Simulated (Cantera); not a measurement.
Input (Python, Cantera) and output of one run.

```python
import numpy as np
import cantera as ct

gas_names = """
    CL CLO CL2 Mg MgCL MgCL2 MgO Mg2 O O2 O3 Si SiCL SiCL2 SiCL3 SiCL4 SiO SiO2 Si2 Si3
""".split()
cond_names = """
    Mg(cr) Mg(L) MgCL2(s) MgCL2(L) MgO(s) MgO(L) MgSiO3(I) MgSiO3(II) MgSiO3(III) MgSiO3(L) Mg2SiO4(s)
    Mg2SiO4(L) Si(cr) Si(L) SiO2(Lqz) SiO2(hqz) SiO2(L)
""".split()


# ... load() reads the species with a 1 bar reference pressure and builds the phases ...
atoms = {
    'MgO': {'Mg': 1, 'O': 1},
    'SiCl4': {'Si': 1, 'CL': 4},
    'O2': {'O': 2},
}
top_T = {}  # K; cautious upper limits of use, not melting points


# ... equilibrate(T, P, feed) seeds the gas with the atoms and calls Mixture.equilibrate('TP', solver="vcs", rtol=1e-11, max_steps=5000) ...
results = []
feed = {'MgO': 1, 'SiCl4': 2.4, 'O2': 18}  # mol
P = 53000  # Pa
for T in [1275, 1325, 1375, 1425, 1475, 1525, 1575]:
    mix = equilibrate(T, P, feed)
    results.append((T, P, feed, dict(zip(mix.species_names, mix.species_moles))))

top = {s: max(r[3][s] / sum(r[3][g] for g in gas_names) for r in results) for s in gas_names}
cols = sorted((s for s in top if top[s] > 1e-06), key=lambda s: -top[s])[:8]
seen = [c for c in cond_names if any(r[3].get(c, 0) > 1e-12 for r in results)]
print("log10 of partial pressures in bar; condensed amounts in mol")
print(f"{'T/K':>10s}" + "".join(f"{s[:9]:>10s}" for s in cols + seen))
for T, P, feed, n in results:
    ng = sum(n[g] for g in gas_names)
    print(f"{T:10.4g}" + "".join(f"{np.log10(max(n[s] / ng * P / 1e5, 1e-99)):10.3f}" for s in cols)
          + "".join(f"{n.get(c, 0):10.4g}" for c in seen))
```

Result:

```
log10 of partial pressures in bar; condensed amounts in mol
       T/K        O2       CL2        CL     MgCL2       CLO         O MgSiO3(II SiO2(hqz)
      1275    -0.394    -0.912    -2.461    -4.064    -4.122    -7.149    0.9967     1.403
      1325    -0.394    -0.917    -2.270    -3.698    -3.968    -6.757    0.9922     1.408
      1375    -0.396    -0.924    -2.093    -3.362    -3.825    -6.394    0.9832     1.417
      1425    -0.397    -0.934    -1.931    -3.054    -3.695    -6.056    0.9656     1.434
      1475    -0.399    -0.949    -1.782    -2.772    -3.577    -5.742    0.9338     1.466
      1525    -0.401    -0.970    -1.646    -2.516    -3.470    -5.448    0.8798      1.52
      1575    -0.404    -0.999    -1.524    -2.285    -3.375    -5.172    0.7937     1.606
```

Method: chemical equilibrium by Gibbs-energy minimisation in Cantera with the NASA 1993 tables (ideal gas, pure condensed phases). Mutual solubility and eutectic melting of coexisting phases are not modelled. The tables hold silica as quartz up to 1696 K and as liquid above; real silica turns to tridymite and cristobalite and melts near 1996 K. Condensed phases not in the tables: alloys, solid solutions and most ternary compounds.
